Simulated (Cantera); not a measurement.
A Cantera script and what it prints.

```python
import numpy as np
import cantera as ct

gas_names = [...]  # 151 gases of nasa_gas.yaml made of C, H, N, O, Si
cond_names = """
    C(gr) C6H6(L) C7H8(L) C8H18(L),n-octa H2O(s) H2O(L) Si(cr) Si(L) SiC(b) SiO2(Lqz) SiO2(hqz) SiO2(L)
    Si2N2O(s) Si3N4(a)
""".split()


# ... load() reads the species with a 1 bar reference pressure and builds the phases ...
atoms = {
    'SiC': {'Si': 1, 'C': 1},
    'N2O': {'N': 2, 'O': 1},
    'H2': {'H': 2},
    'H2O': {'H': 2, 'O': 1},
}
top_T = {'C(gr)': 4500, 'SiC(b)': 3050, 'Si2N2O(s)': 2100, 'Si3N4(a)': 2400}  # K; cautious upper limits of use, not melting points


# ... equilibrate(T, P, feed) seeds the gas with the atoms and calls Mixture.equilibrate('TP', solver="vcs", rtol=1e-11, max_steps=5000) ...
results = []
feed = {'SiC': 1, 'N2O': 0.094, 'H2': 21, 'H2O': 1.8}  # mol
P = 133.322  # Pa
for T in [1250, 1350, 1450, 1550, 1650, 1750, 1850, 1950]:
    mix = equilibrate(T, P, feed)
    results.append((T, P, feed, dict(zip(mix.species_names, mix.species_moles))))

top = {s: max(r[3][s] / sum(r[3][g] for g in gas_names) for r in results) for s in gas_names}
cols = sorted((s for s in top if top[s] > 1e-05), key=lambda s: -top[s])[:6]
seen = [c for c in cond_names if any(r[3].get(c, 0) > 1e-12 for r in results)]
print("log10 of partial pressures in bar; condensed amounts in mol")
print(f"{'T/K':>10s}" + "".join(f"{s[:9]:>10s}" for s in cols + seen))
for T, P, feed, n in results:
    ng = sum(n[g] for g in gas_names)
    print(f"{T:10.4g}" + "".join(f"{np.log10(max(n[s] / ng * P / 1e5, 1e-99)):10.3f}" for s in cols)
          + "".join(f"{n.get(c, 0):10.4g}" for c in seen))
```

Result:

```
log10 of partial pressures in bar; condensed amounts in mol
       T/K        H2        CO       SiO         H        Si        N2    SiC(b) SiO2(hqz) Si2N2O(s)
      1250    -2.889    -4.386    -6.778    -7.760   -13.295    -7.150    0.2749    0.5367   0.09275
      1350    -2.891    -4.372    -5.296    -7.068   -11.076    -6.907     0.247    0.4797    0.0918
      1450    -2.909    -4.272    -4.350    -6.479    -9.375    -6.162   0.01238         0   0.08128
      1550    -2.912    -4.293    -4.293    -5.958    -8.224    -5.297   0.05289         0         0
      1650    -2.913    -4.293    -4.294    -5.498    -7.248    -5.297   0.05229         0         0
      1750    -2.914    -4.293    -4.296    -5.091    -6.386    -5.299   0.04855         0         0
      1850    -2.919    -4.286    -4.308    -4.728    -5.625    -5.302   0.02823         0         0
      1950    -2.927    -4.278    -4.326    -4.404    -5.277    -5.307         0         0         0
```

These are equilibrium values from Cantera (NASA tables, ideal gas, pure condensed phases), not measurements of a reactor. Mutual solubility and eutectic melting of coexisting phases are not modelled. The tables hold silica as quartz up to 1696 K and as liquid above; real silica turns to tridymite and cristobalite and melts near 1996 K. Gases not in the tables: Si2H6 and higher silanes.
